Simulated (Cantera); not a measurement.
A perfectly stirred reactor is fed with CH4 : H2O : H2 = 1 : 1 : 0.36 (molar parts), at 743 Torr; it is held at 1800 K, and followed from long to short residence time.

Model: GRI-Mech 3.0 (53 species, 325 reactions), integrated in Cantera.

x: mole fraction; the columns are a selection and need not sum to one.

| τ (s) | x CH4 | x H2O | x H2 | x H | x HCO |
|---|---|---|---|---|---|
| 0.51 | 0.0254 | 0.124 | 0.663 | 0.000291 | 2.37e-8 |
| 0.23 | 0.0350 | 0.163 | 0.627 | 0.000280 | 1.95e-8 |
| 0.11 | ? | ? | 0.588 | 0.000267 | ? |
| 0.048 | ? | ? | 0.541 | 0.000249 | 1.45e-8 |
| 0.022 | 0.0925 | 0.285 | 0.495 | 0.000228 | 1.52e-8 |
| 0.010 | 0.129 | 0.316 | 0.445 | 0.000206 | 1.83e-8 |
| 0.0046 | 0.175 | 0.341 | 0.392 | 0.000181 | 2.34e-8 |

Task: Fill in the missing entries.

Result: 
- 0.11, x CH4: 0.0473
- 0.11, x H2O: 0.204
- 0.11, x HCO: 1.63e-8
- 0.048, x CH4: 0.0666
- 0.048, x H2O: 0.248
